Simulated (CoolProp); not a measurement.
Vapour-liquid equilibrium of R22 (1) + R152A (2) at 232.7 K; x and y are mole fractions of (1).

The numbers come from the multi-fluid Helmholtz-energy mixture model, Kamei 1995 and Outcalt 1996; pair parameters Bell 2016 in CoolProp.

```
x     bubble pressure (MPa)  y at the bubble point  dew pressure at overall composition x (MPa)  liquid density (mol/L)
----  ---------------------  ---------------------  -------------------------------------------  ----------------------
0.05                0.04824                  0.091                                      0.04726                   15.84
0.2                 0.05491                  0.327                                      0.05108                   15.91
0.35                0.06227                  0.521                                      0.05567                   15.98
0.5                 0.07048                  0.681                                      0.06134                   16.06
0.65                0.07956                  0.808                                      0.06869                   16.13
0.8                 0.08939                  0.907                                      0.07888                   16.20
0.95                0.09963                  0.981                                      0.09494                   16.27
```

No azeotrope shows between x = 0.05 and 0.95.

The pair parameters rest on a limited set of measurements; away from them the model extrapolates.
